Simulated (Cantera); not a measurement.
Mixture: CH4 : H2 : O2 : N2 = 1 : 0.063 : 1.07 : 4.38 (molar parts), equivalence ratio 1.9, at 1.01 bar, adiabatic and at constant pressure. Ignition delay is the time to a rise of 400 K.

Cantera simulation using GRI-Mech 3.0 (53 species, 325 reactions); the numbers are that mechanism's predictions, not measurements.

Problem. What does this change do: CH4 1 to 0.39 parts?

Solution. 
```tsv
quantity	before	after
delay at 1300 K	10.8 ms	3.41 ms
delay at 1500 K	1.22 ms	0.564 ms
delay at 1700 K	0.222 ms	0.148 ms
delay at 1900 K	64.1 µs	51.9 µs
delay at 2100 K	25.0 µs	22.2 µs
apparent activation energy between 1900 and 2100 K	160 kJ/mol	140 kJ/mol
```
